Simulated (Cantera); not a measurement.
An isothermal plug-flow reactor at 1075 K and 2.80 bar (inlet), inlet velocity 3.1 m/s, active area per volume 960 1/m; feed CH₄ : O₂ : N₂ = 0.035 : 0.013 : 0.79 (molar parts), equivalence ratio 5.4.

Model: Deutschmann's 1995 Pt surface mechanism with GRI-Mech 3.0 gas chemistry, integrated in Cantera. Catalytic surfaces can have several steady states; this one follows from the mechanism file's or the stated starting coverage. Mass transfer to the wall is taken as infinitely fast.

Q: What does this change do: pressure from 2.80 bar to 1.30 bar?

A: 
```
quantity                 before    after
----------------------  -------  -------
x(CH₄) at z = 0.092 m    0.0289   0.0274
x(O₂) at z = 0.092 m    0.00259  0.00219
x(H₂O) at z = 0.092 m    0.0131   0.0125
x(CO₂) at z = 0.092 m   3.82e-6  3.36e-6
x(CO) at z = 0.092 m     0.0124   0.0137
θ(free Pt) at the exit   0.0326   0.0321
θ(H*) at the exit       0.00181  0.00139
θ(C*) at the exit         0.965    0.966
```

Q: What does this change do: area per volume 960 to 580 1/m?

A: 
```json
[
 {"quantity": "x(CH₄) at z = 0.092 m", "before": "0.0289", "after": "0.0294"},
 {"quantity": "x(O₂) at z = 0.092 m", "before": "0.00259", "after": "0.00297"},
 {"quantity": "x(H₂O) at z = 0.092 m", "before": "0.0131", "after": "0.0128"},
 {"quantity": "x(CO₂) at z = 0.092 m", "before": "3.82e-6", "after": "3.89e-6"},
 {"quantity": "x(CO) at z = 0.092 m", "before": "0.0124", "after": "0.0119"},
 {"quantity": "θ(free Pt) at the exit", "before": "0.0326", "after": "0.0424"},
 {"quantity": "θ(H*) at the exit", "before": "0.00181", "after": "0.00200"},
 {"quantity": "θ(C*) at the exit", "before": "0.965", "after": "0.954"}
]
```
